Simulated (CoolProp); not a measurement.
Saturation properties of R245ca (Tc = 447.6 K, pc = 3941 kPa, ω = 0.355).

Values from CoolProp's reference Helmholtz-energy equation of state, Zhou 2016.

| T (K) | p (kPa) | liquid density (kg/m³) | vapour density (kg/m³) | enthalpy of vaporisation (kJ/kg) | surface tension (mN/m) |
|---|---|---|---|---|---|
| 263.6 | 21.12 | 1471 | 1.307 | 223.6 | 20.8 |
| 267 | 25.18 | 1463 | 1.541 | 221.7 | 20.4 |
| 270.3 | 29.70 | ___ | ___ | 219.9 | 20.0 |
| 273.7 | 35.04 | 1447 | 2.101 | 218.0 | 19.5 |
| 277 | 40.93 | 1439 | 2.430 | 216.2 | ___ |
| 280.4 | 47.81 | ___ | 2.812 | 214.3 | 18.6 |
| 283.8 | 55.60 | 1423 | 3.239 | 212.4 | 18.2 |
| 287.1 | 64.09 | 1415 | 3.701 | 210.5 | 17.8 |
| 290.5 | ___ | ___ | 4.231 | 208.6 | 17.3 |
| 293.8 | 84.51 | 1398 | 4.800 | 206.8 | 16.9 |
| 297.2 | 96.67 | 1390 | 5.448 | 204.9 | 16.4 |

Q: Fill in the missing entries.

A: 
- 270.3, liquid density (kg/m³): 1455
- 270.3, vapour density (kg/m³): 1.800
- 277, surface tension (mN/m): 19.1
- 280.4, liquid density (kg/m³): 1431
- 290.5, p (kPa): 73.89
- 290.5, liquid density (kg/m³): 1406

It boils at 298.4 K under 1 atm.

Surface tension comes from a separate correlation (Mulero 2012).
